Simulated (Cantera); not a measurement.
**Fe(CO)₅ + N₂ (iron carbonyl, mercury and lead vapours)**

A closed system holds: 1 mol Fe(CO)₅, 0.82 mol N₂, at 1350 °C.

Equilibrium computed with Cantera from the NASA thermochemical tables; the gas is ideal and each condensed phase is pure. Candidate condensed phases: C, Fe, Fe(CO)₅, FeO, Fe₂O₃, Fe₃O₄; 27 gas species. Iron dissolves carbon and melts from about 1420 K in contact with it, which pure phases cannot show. Condensed phases not in the tables: cementite and carbon dissolved in iron. Rates play no part.

From 10.0 Pa to 0.100 bar the condensed part is Fe(γ). From 1.00 bar to 10.0 bar the condensed part is C(graphite) + Fe(γ). The main Fe-bearing gas is Fe throughout.

```csv
P (Pa),x CO,x N₂,x Fe,x CO₂,x CN,x C₂N₂,n Fe(γ),n C(graphite)
10,0.845,0.139,0.0167,3.01e-8,2.79e-8,1.08e-9,0.901,0
100,0.858,0.141,0.00167,1.80e-7,1.53e-8,3.26e-9,0.990,0
1000,0.859,0.141,0.000167,1.80e-6,4.85e-9,3.26e-9,0.999,0
10000,0.859,0.141,1.67e-5,1.80e-5,1.53e-9,3.26e-9,1.000,0
100000,0.859,0.141,1.67e-6,0.000180,4.85e-10,3.26e-9,1.000,0.00105
1000000,0.857,0.141,1.67e-7,0.00179,1.54e-10,3.27e-9,1.000,0.0104
```
x: gas mole fraction; n: condensed amount in mol.
